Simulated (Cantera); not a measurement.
A diamond (100) surface in a fixed gas of H2 with x(CH4) = 0.0093, x(H) = 0.001, x(CH3) = 7e-05, 0.0170 bar; coverages are run to steady state.

Detailed kinetics in Cantera: the Harris–Goodwin 1993 mechanism for the reconstructed diamond (100) surface.

One state of this run: growth (µm/h) = 0.129; θ c6HH = 0.504; θ c6H* = 0.0297; θ c6*H = 0.445; θ c6** = 0.0172; θ c6HM = 0.00212. θ: site fractions in the mechanism's names (c6HH fully hydrogenated, c6H* and c6*H radical sites, c6** diradical, c6HM methylated).

Which value of T (K) does it belong to?
A) 1275
B) 1125
C) 1325
D) 1375

B, 1125
